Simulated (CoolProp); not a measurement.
A Linde-Hampson liquefier for normal hydrogen: isothermal reversible compression at 230 K from 1 atm to 20 MPa, throttling to 1 atm, return gas leaving the recuperator 10 K below the feed. Each further row changes one setting.

Computed with CoolProp (reference Helmholtz-energy equation of state, Leachman 2009).

```csv
case,compression work (kJ/kg of gas)
as stated,5150
high pressure 40 MPa,5950
warm-end temperature 260 K,5810
warm-end gap 15 K,5150
```
